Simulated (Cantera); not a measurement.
Cantera with NASA thermochemical tables; ideal gases at 1 bar, condensed phases pure. Values are per mole of reaction as written; species without (g) are pure solids or liquids, kept so even where they would boil at 1 bar.

**Question.** Between 1850 and 2150 K, where is each reaction favourable under standard conditions?
- PbCl2(g) → Pb(g) + Cl2(g)

**Answer.** 
- PbCl2(g) → Pb(g) + Cl2(g): ΔG° is 219 kJ at 1850 K and 194 kJ at 2150 K; it stays positive (K < 1). ΔH° is 372 kJ and ΔS° 83 J/K at 2150 K.
